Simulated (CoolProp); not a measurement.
Computed with CoolProp (reference Helmholtz-energy equation of state, Penoncello 2003).

Problem. For CHF3 (R23), give the phase and the speed of sound (m/s), Joule-Thomson coefficient (K/MPa), Prandtl number at 280.9 K and 557 kPa; 338.8 K and 557 kPa; 396.7 K and 557 kPa.

Solution. 
- 280.9 K and 557 kPa: gas; speed of sound 193, Joule-Thomson coefficient 15.5, Prandtl number 0.808
- 338.8 K and 557 kPa: gas; speed of sound 214, Joule-Thomson coefficient 8.84, Prandtl number 0.836
- 396.7 K and 557 kPa: gas; speed of sound 231, Joule-Thomson coefficient 5.71, Prandtl number 0.879

Viscosity comes from a separate model (Shan 2000). Thermal conductivity comes from a separate model (Shan 2000).
